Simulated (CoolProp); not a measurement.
The numbers come from the reference Helmholtz-energy equation of state, Thol 2019 in CoolProp.

**Question.** For tetradecamethylhexasiloxane (MD4M), give the phase and the density (kg/m³), cv (kJ/(kg K)) at 433.5 K and 478 kPa; 487.6 K and 478 kPa; 559.8 K and 478 kPa.

**Answer.** 
- 433.5 K and 478 kPa: liquid; density 754, cv 1.76
- 487.6 K and 478 kPa: liquid; density 696, cv 1.87
- 559.8 K and 478 kPa: liquid; density 604, cv 2.01
